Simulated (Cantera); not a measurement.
Premixed flame

A freely propagating, adiabatic, planar premixed flame of CO : H2 : CH4 : O2 : N2 = 1 : 0.053 : 0.33 : 0.913 : 3.43 (molar parts), equivalence ratio 1.3, unburnt at 475 K and 0.220 bar; mixture-averaged transport, grid criteria slope 0.08 and curve 0.16, no radiation.

Computed with Cantera and GRI-Mech 3.0 (53 species, 325 reactions). Burning velocities carry a grid error of a few per cent, more on coarse grids.

```
z (mm)  T (K)  u (m/s)   x CO     x H2     x CH4    x CH2O    x HCN      x H
------  -----  -------  -----  -------  --------  --------  -------  -------
-3.79     475     1.76  0.175  0.00932    0.0576     <1e-8    <1e-8    <1e-8
-2.53     475     1.76  0.175  0.00963    0.0576   1.57e-8    <1e-8    <1e-8
-1.90     475     1.77  0.174   0.0103    0.0576   2.00e-7    <1e-8  2.73e-7
-1.26     486     1.81  0.174   0.0126    0.0573   7.44e-6    <1e-8  2.33e-5
-0.632    691     2.60  0.171   0.0204    0.0512   8.24e-5  1.87e-8  0.00119
-0.316   1047     3.98  0.173   0.0261    0.0344  0.000391  1.25e-7  0.00399
0        1471     5.62  0.177   0.0276   0.00949  0.000534  4.43e-7   0.0102
0.316    1653     6.30  0.164   0.0216  0.000823   9.30e-5  4.55e-7   0.0184
0.632    1703     6.45  0.146   0.0181   3.44e-5   4.52e-6  2.05e-7   0.0242
1.26     1751     6.57  0.124   0.0183   9.74e-8   1.39e-8  3.06e-8   0.0287
2.53     1801     6.70  0.112   0.0196     <1e-8     <1e-8    <1e-8   0.0290
5.05     1859     6.89  0.110   0.0195     <1e-8     <1e-8    <1e-8   0.0254
10.1     1939     7.14  0.109   0.0187     <1e-8     <1e-8    <1e-8   0.0200
```
x: mole fraction of selected species; z is measured from the peak of heat release.

The laminar burning velocity comes out as 176 cm/s. The thermal thickness is 1.26 mm and the peak x(CH2O) comes out as 0.000608. The peak x(HCN) comes out as 5.29e-7. The peak x(H) is 0.0294. The grid points is 185.
